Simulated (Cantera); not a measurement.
A perfectly stirred reactor is fed with 0.691 % H2, 21.6 % O2, 77.7 % N2, at 24.8 Torr; it is held at 975 K, and followed from long to short residence time.

Detailed kinetics in Cantera: the H2/O2 subset of GRI-Mech 3.0, which has no nitrogen chemistry. Radical loss at walls, strong at low pressure, is not modelled.

x: mole fraction; the columns are a selection and need not sum to one.

```tsv
τ (s)	x H2	x O2	x HO2	x OH	x H2O2	x H2O
0.47	0.000248	0.213	1.58e-6	8.47e-5	5.32e-8	0.00662
0.28	0.000328	0.213	1.84e-6	0.000106	6.14e-8	0.00652
0.16	0.000444	0.213	2.14e-6	0.000134	7.13e-8	0.00637
0.096	0.000586	0.213	2.41e-6	0.000166	8.11e-8	0.00618
0.056	0.000787	0.213	2.68e-6	0.000205	9.21e-8	0.00592
0.033	?	0.213	2.92e-6	?	?	0.00557
0.019	?	0.213	3.13e-6	?	1.14e-7	?
0.011	0.00196	0.213	3.29e-6	0.000341	1.23e-7	0.00446
0.0067	0.00261	0.213	3.37e-6	0.000367	1.27e-7	0.00375
0.0039	0.00355	0.214	3.39e-6	0.000363	1.22e-7	0.00282
```

Problem. Fill in the missing entries.

Solution. 
- 0.033, x H2: 0.00105
- 0.033, x OH: 0.000249
- 0.033, x H2O2: 1.03e-7
- 0.019, x H2: 0.00144
- 0.019, x OH: 0.000297
- 0.019, x H2O: 0.00508
